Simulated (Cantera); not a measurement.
Feed: 1 mol B, 11 mol N₂, equilibrated at 133 Pa.

Cantera equilibrium calculation (NASA polynomials, part measured and part estimated; ideal gas, pure solids and liquids). Candidate condensed phases: B, BN; 5 gas species. N₂ is the only nitrogen source here; it is nearly inert below about 1500 K, so the nitride shown seldom forms there in practice. The numbers say what is thermodynamically allowed, not how fast it happens.

### Question
Which condensed phases are stable at each of these points (T (K)): 1150, 1350, 1550, 1750, 1950, 2150, 2350?

### Answer
| T (K) | condensed phases | B condensed (%) |
|---|---|---|
| 1150 | BN(s) | 100.0 |
| 1350 | BN(s) | 100.0 |
| 1550 | BN(s) | 100.0 |
| 1750 | BN(s) | 100.0 |
| 1950 | BN(s) | 100.0 |
| 2150 | BN(s) | 99.1 |
| 2350 | B(l) | 84.1 |

From 1150 K to 2150 K the condensed part is BN(s). At 2350 K the condensed part is B(l).
